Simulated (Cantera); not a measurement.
# Ignition delay

Mixture: CH4 : O2 : N2 = 1 : 1 : 4.8 (molar parts), equivalence ratio 2.0, at 9.87 atm, adiabatic and at constant pressure. Ignition delay is the time to a rise of 400 K.

Computed with Cantera and GRI-Mech 3.0 (53 species, 325 reactions).

```json
[
 {"T0 (K)": "1200", "delay (ms)": "8.56"},
 {"T0 (K)": "1250", "delay (ms)": "4.71"},
 {"T0 (K)": "1300", "delay (ms)": "2.66"},
 {"T0 (K)": "1350", "delay (ms)": "1.54"},
 {"T0 (K)": "1400", "delay (ms)": "0.904"},
 {"T0 (K)": "1450", "delay (ms)": "0.540"},
 {"T0 (K)": "1500", "delay (ms)": "0.327"},
 {"T0 (K)": "1550", "delay (ms)": "0.201"},
 {"T0 (K)": "1600", "delay (ms)": "0.125"},
 {"T0 (K)": "1650", "delay (ms)": "0.0795"}
]
```

| Property | Value |
|---|---|
| apparent activation energy between 1550 and 1650 K | 200 kJ/mol |
